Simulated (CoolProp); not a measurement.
Properties of CH2F2 (R32) along the isotherm 306.1 K (Tc = 351.3 K, pc = 5.783 MPa, ω = 0.277).

Computed with CoolProp (reference Helmholtz-energy equation of state, Tillner-Roth 1997).

```csv
p (MPa),phase,Z,cp (kJ/(kg K)),cv (kJ/(kg K)),Joule-Thomson coefficient (K/MPa),viscosity (µPa s),fugacity coefficient
0.241,gas,0.9730,0.8850,0.7007,23.18,13.7,0.9735
0.482,gas,0.9449,0.9388,0.7254,22.91,13.7,0.9473
0.723,gas,0.9156,1.001,0.7520,22.67,13.8,0.9213
0.964,gas,0.8849,1.073,0.7811,22.44,13.8,0.8955
1.2,gas,0.8533,1.159,0.8129,22.24,13.9,0.8703
1.45,gas,0.8175,1.273,0.8516,22.05,13.9,0.8438
1.69,gas,0.7805,1.415,0.8957,21.88,14.0,0.8183
1.93,gas,0.7399,1.614,0.9501,21.72,14.2,0.7927
2.17,liquid,0.04784,2.034,0.9677,0.3355,101,0.7457
2.41,liquid,0.05302,2.023,0.9669,0.3233,102,0.6750
2.65,liquid,0.05818,2.011,0.9662,0.3116,102,0.6171
2.89,liquid,0.06332,2.001,0.9655,0.3003,103,0.5689
```

Viscosity comes from a separate model (Bell 2016), an estimate that may be off by 10 % or more.
